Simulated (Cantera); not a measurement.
## Premixed flame

A freely propagating, adiabatic, planar premixed flame of C3H8 : O2 : N2 : H2O = 1 : 3.33 : 12.5 : 0.79 (molar parts), equivalence ratio 1.5, unburnt at 525 K and 32000 Pa; mixture-averaged transport, grid criteria slope 0.08 and curve 0.16, no radiation.

Computed with Cantera and GRI-Mech 3.0 (53 species, 325 reactions). GRI-Mech 3.0 was tuned for natural gas; its chemistry of propane as a main component is partial and can be far from experiment. Burning velocities carry a grid error of a few per cent, more on coarse grids.

| z (mm) | T (K) | u (m/s) | x C3H8 | x O2 | x H2O | x HO2 | x N2O | x C2H2 |
|---|---|---|---|---|---|---|---|---|
| -3.41 | 525 | 0.783 | 0.0566 | 0.188 | 0.0447 | 7.75e-8 | <1e-8 | 2.00e-7 |
| -2.27 | 528 | 0.792 | 0.0562 | 0.187 | 0.0449 | 9.84e-7 | <1e-8 | 3.45e-6 |
| -1.70 | 541 | 0.816 | 0.0558 | 0.184 | 0.0461 | 4.43e-6 | <1e-8 | 1.96e-5 |
| -1.14 | 615 | 0.944 | 0.0541 | 0.175 | 0.0535 | 2.20e-5 | <1e-8 | 0.000165 |
| -0.568 | 988 | 1.59 | 0.0379 | 0.133 | 0.0864 | 5.75e-5 | <1e-8 | 0.00146 |
| -0.284 | 1343 | 2.25 | 0.0129 | 0.0888 | 0.117 | 0.000142 | <1e-8 | 0.00352 |
| 0 | 1678 | 2.90 | 0.000434 | 0.0432 | 0.148 | 7.48e-5 | <1e-8 | 0.00617 |
| 0.284 | 1864 | 3.24 | 7.56e-7 | 0.0168 | 0.164 | 9.77e-6 | <1e-8 | 0.00433 |
| 0.568 | 1939 | 3.37 | <1e-8 | 0.00606 | 0.169 | 1.51e-6 | <1e-8 | 0.00185 |
| 1.14 | 1979 | 3.43 | <1e-8 | 0.000933 | 0.168 | 1.50e-7 | <1e-8 | 0.000321 |
| 2.27 | 1992 | 3.44 | <1e-8 | 0.000217 | 0.165 | 4.79e-8 | <1e-8 | 1.70e-5 |
| 4.54 | 2001 | 3.45 | <1e-8 | 0.000163 | 0.164 | 3.80e-8 | <1e-8 | 1.44e-7 |
| 9.08 | 2012 | 3.47 | <1e-8 | 0.000119 | 0.165 | 2.88e-8 | <1e-8 | <1e-8 |
x: mole fraction of selected species; z is measured from the peak of heat release.

```yaml
laminar_burning_velocity: 77.9 cm/s
thermal_thickness: 1.14 mm
peak x(HO2): 0.000151
peak x(C2H2): 0.00621
grid_points: 135
```
